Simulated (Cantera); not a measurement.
Charge: 1 mol CCl₄, 0.013 mol HCl, a varied amount of H₂, at 3325 K and 1.33 mbar.

These are equilibrium values from Cantera (NASA tables, ideal gas, pure condensed phases), not measurements of a reactor. Candidate condensed phases: C, C₆H₆, C₇H₈, C₈H₁₈; 91 gas species. The tables' values for CCl are old estimates; treat these amounts as uncertain. Equilibrium is a limit: real reactors are often held back by kinetics, nucleation or transport.

x: gas mole fraction; nothing condenses.

```csv
n(H₂) (mol),x H,x Cl,x C,x C₃,x C₂,x H₂,x HCl
0.27,0.104,0.762,0.0979,0.0210,0.0143,9.48e-5,0.00104
0.47,0.166,0.706,0.0939,0.0185,0.0132,0.000242,0.00154
0.8,0.251,0.631,0.0881,0.0153,0.0116,0.000555,0.00209
1.4,0.367,0.529,0.0794,0.0112,0.00943,0.00119,0.00256
2.3,0.485,0.426,0.0694,0.00747,0.00720,0.00207,0.00272
4,…,…,…,…,…,…,0.00253
6.9,…,…,…,…,…,…,…
12,0.822,0.138,0.0301,0.000610,0.00135,0.00595,0.00150
```

Problem. Some entries are withheld; supply them.

Solution. 
- 6.9, x H: 0.732
- 6.9, x Cl: 0.214
- 6.9, x C: 0.0428
- 6.9, x C₃: 0.00175
- 6.9, x C₂: 0.00274
- 6.9, x H₂: 0.00472
- 6.9, x HCl: 0.00206
- 4, x H: 0.617
- 4, x Cl: 0.311
- 4, x C: 0.0563
- 4, x C₃: 0.00400
- 4, x C₂: 0.00474
- 4, x H₂: 0.00336
